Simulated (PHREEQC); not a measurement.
Make-up at 25 °C: 3.52 mol/kgw KCl, 0.036 mol/kgw Na2B4O7 and 4.2 mol/kgw KBr. Closed to the air; pH follows from the charge balance.

All values are PHREEQC results (Pitzer model, pitzer.dat), not measurements.

This is a speciation only: nothing precipitates in the calculation.

**Question.** Estimate the pH.

**Answer.** pH 9.57.

**Question.** In which forms is B present?

**Answer.** B(OH)4- 34 %, B(OH)3 32 %, B4O5(OH)4-2 28 %, B3O3(OH)4- 5.5 % of the B.

The solution is supersaturated, for example in Sylvite, so a real one may precipitate; this is no full list. In brines, pH and single-ion activities rest on the MacInnes convention.
